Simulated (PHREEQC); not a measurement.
**Buffer: an equilibrium model**

Solution (25 °C): 4.5 mmol/kgw H3BO3, 36 mmol/kgw Na2SO4 and 110 mmol/kgw KCl. It is in equilibrium with CO2 at log p = -3.4 (atm). Otherwise closed; pH follows from the charge balance.

The numbers come from PHREEQC with the ion-association model, wateq4f.dat.

This is a speciation only: nothing precipitates in the calculation.

Question: Predict the pH, activity of water, ionic strength.

Answer: pH 5.64; activity of water 0.994; ionic strength 0.201 mol/kgw.

Question: In which forms is Na present?

Answer: Na+ 96 %, NaSO4- 3.9 % of the Na.

Complexes and solids missing from the database can't appear.
